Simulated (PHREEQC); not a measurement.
**Acid mine or pickling water (model solution)**

Synthetic water in mg/L, 25 °C, pH 2.12, pe 11.6:

```json
[
 {"constituent": "Na", "mg/L": "365"},
 {"constituent": "K", "mg/L": "2.87"},
 {"constituent": "Ca", "mg/L": "409"},
 {"constituent": "Mg", "mg/L": "74.2"},
 {"constituent": "Cl", "mg/L": "335"},
 {"constituent": "S(6) as SO4", "mg/L": "2280"},
 {"constituent": "Zn", "mg/L": "5.97"},
 {"constituent": "Li", "mg/L": "0.195"},
 {"constituent": "Cu(2)", "mg/L": "0.642"}
]
```

Valence states are taken as typed.

All values are PHREEQC results (ion-association model, wateq4f.dat), not measurements.

Each row changes one thing in this solution. This is a speciation only: nothing precipitates in the calculation.

```
case                                             ionic strength (mol/kgw)  SO4-2 (mol/kgw)  Ca+2 (mol/kgw)  HSO4- (mol/kgw)  CaSO4 (mol/kgw)  Mg+2 (mol/kgw)  SI of Gypsum (CaSO4:2H2O)  SI of Epsomite (MgSO4:7H2O)
-----------------------------------------------  ------------------------  ---------------  --------------  ---------------  ---------------  --------------  -------------------------  ---------------------------
as made                                                            0.0641           0.0134         0.00671          0.00526          0.00335         0.00191                      -0.19                        -3.17
Cl from 335 to 670 mg/L                                            0.0694           0.0135         0.00679          0.00522          0.00327         0.00193                      -0.20                        -3.17
all concentrations times 2 at the same typed pH                     0.118           0.0261          0.0120          0.00888          0.00803         0.00337                      +0.20                        -2.78
```

Species that the database lacks are ignored. Some of these states are supersaturated (in Gypsum, for instance).
